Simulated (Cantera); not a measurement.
## Thermodynamics of fluorocarbon and chlorocarbon gases, feed CH3F + HCl

Feed: 1 mol CH3F, 0.31 mol HCl, at 0.0520 bar.

Equilibrium computed with Cantera from the NASA thermochemical tables; the gas is ideal and each condensed phase is pure. Candidate condensed phases: C, C6H6, C7H8, C8H18; 118 gas species. The tables' values for CCl are old estimates; treat these amounts as uncertain. Kinetics and transport are ignored.

From 2648 K to 3173 K the condensed part is C(graphite). From 3248 K to 3548 K nothing is condensed. The main C-bearing gas is C2H2 (acetylene) at 2648 K and C3 at 3548 K.

| T (K) | log p H | log p HF | log p H2 | log p HCl | log p Cl | log p C3 | log p F | log p C | log p C2 | log p C2H2 (acetylene) | log p C2H | n C(graphite) |
|---|---|---|---|---|---|---|---|---|---|---|---|---|
| 2648 | -2.20 | -1.68 | -1.74 | -2.28 | -2.90 | -5.36 | -4.66 | -5.94 | -6.38 | -3.45 | -4.93 | 0.964 |
| 2723 | -2.10 | -1.69 | -1.78 | -2.32 | -2.80 | -4.92 | -4.46 | -5.56 | -5.94 | -3.37 | -4.64 | 0.952 |
| 2798 | -2.00 | -1.70 | -1.82 | -2.37 | -2.72 | -4.51 | -4.26 | -5.19 | -5.52 | -3.29 | -4.38 | 0.937 |
| 2873 | -1.91 | -1.72 | -1.86 | -2.43 | -2.64 | -4.12 | -4.08 | -4.84 | -5.12 | -3.24 | -4.13 | 0.916 |
| 2948 | -1.83 | -1.73 | -1.92 | -2.50 | -2.58 | -3.75 | -3.89 | -4.51 | -4.75 | -3.20 | -3.90 | 0.880 |
| 3023 | -1.77 | -1.75 | -1.99 | -2.59 | -2.53 | -3.40 | -3.72 | -4.20 | -4.39 | -3.17 | -3.70 | 0.818 |
| 3098 | -1.72 | -1.78 | -2.08 | -2.69 | -2.49 | -3.07 | -3.55 | -3.90 | -4.05 | -3.17 | -3.51 | 0.698 |
| 3173 | -1.68 | -1.81 | -2.19 | -2.81 | -2.47 | -2.75 | -3.38 | -3.62 | -3.73 | -3.19 | -3.34 | 0.459 |
| 3248 | -1.65 | -1.85 | -2.32 | -2.95 | -2.46 | -2.47 | -3.22 | -3.36 | -3.43 | -3.25 | -3.21 | 0 |
| 3323 | -1.62 | -1.88 | -2.41 | -3.07 | -2.45 | -2.47 | -3.06 | -3.20 | -3.34 | -3.46 | -3.25 | 0 |
| 3398 | -1.59 | -1.91 | -2.52 | -3.19 | -2.44 | -2.49 | -2.91 | -3.05 | -3.25 | -3.69 | -3.31 | 0 |
| 3473 | -1.57 | -1.95 | -2.63 | -3.32 | -2.44 | -2.52 | -2.77 | -2.91 | -3.18 | -3.92 | -3.38 | 0 |
| 3548 | -1.56 | -1.99 | -2.75 | -3.45 | -2.44 | -2.56 | -2.64 | -2.78 | -3.11 | -4.16 | -3.45 | 0 |
log p: log10 of the partial pressure in bar; n: condensed amount in mol.
